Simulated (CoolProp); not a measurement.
Vapour-liquid equilibrium of benzene (1) + n-heptane (2) at 156.65 °C; x and y are mole fractions of (1).

Computed with CoolProp (multi-fluid Helmholtz-energy mixture model, Thol 2012 and Span 2003; pair parameters Bell 2016).

Question: Give the bubble pressure and the first vapour's composition at x = 0.425, 0.575, 0.8. Is there an azeotrope?

Answer: x = 0.425: 0.5677 MPa, y = 0.532; x = 0.575: 0.6042 MPa, y = 0.660; x = 0.8: 0.6449 MPa, y = 0.834. No azeotrope shows between x = 0.05 and 0.95.

Pair parameters are fitted to limited data, so mixtures are less certain than the pure fluids.
